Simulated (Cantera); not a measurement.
Cantera run:

```python
import numpy as np
import cantera as ct

gas_names = """
    SF4 Pb
""".split()
cond_names = """
    S(cr1) S(cr2) S(L) PbF2(a) PbF2(b) PbF2(L)
""".split()


def load(file, names, dense=False):
    # The tables refer to 1 bar. Condensed volumes are neglected.
    table = {s.name: s for s in ct.Species.list_from_file(file)}
    out = []
    for n in names:
        d = dict(table[n].input_data)
        d["thermo"] = dict(d["thermo"], **{"reference-pressure": 1e5})
        if dense:
            d["equation-of-state"] = {"model": "constant-volume", "density": "1e6 g/cm^3"}
        out.append(ct.Species.from_dict(d))
    return out


species = {s.name: s for s in load("nasa_gas.yaml", gas_names) + load("nasa_condensed.yaml", cond_names)}
# Each term lists the table entries of one substance; the one whose range holds T is used.
reactions = {
    'S + 2 PbF2 = SF4(g) + 2 Pb(g)':
        [(-1, ['S(cr1)', 'S(cr2)', 'S(L)']), (-2, ['PbF2(a)', 'PbF2(b)', 'PbF2(L)']), (1, ['SF4']), (2, ['Pb'])],
}


def pick(names, T):
    return next(species[n] for n in names if species[n].thermo.min_temp <= T <= species[n].thermo.max_temp)


results = []
for label, terms in reactions.items():
    print(label)
    print("     T/K   dH/kJ  dS/(J/K)   dG/kJ   log10 K")
    for T in [300, 400, 500, 600, 700, 800, 900, 1000]:
        used = [(nu, pick(names, T)) for nu, names in terms]
        dH = sum(nu * s.thermo.h(T) for nu, s in used) / 1e6
        dS = sum(nu * s.thermo.s(T) for nu, s in used) / 1e3
        dG = dH - T * dS / 1e3
        logK = -dG * 1e6 / (ct.gas_constant * T * np.log(10))
        results.append((label, T, dH, dS, dG, logK, [s.name for _, s in used]))
        print(f"{T:8g} {dH:8.1f} {dS:8.1f} {dG:8.1f} {logK:8.2f}")
```

Result:

```
S + 2 PbF2 = SF4(g) + 2 Pb(g)
     T/K   dH/kJ  dS/(J/K)   dG/kJ   log10 K
     300    981.1    392.1    863.4  -150.33
     400    974.1    372.8    825.0  -107.73
     500    967.8    358.8    788.5   -82.37
     600    958.1    341.3    753.3   -65.58
     700    943.2    318.5    720.2   -53.74
     800    929.2    299.7    689.4   -45.01
     900    920.4    289.3    660.0   -38.31
    1000    913.5    282.0    631.5   -32.98
```

Standard-state values (1 bar) from the NASA 1993 polynomials, evaluated with Cantera. Condensed species are held in their standard states even where they would react or evaporate.
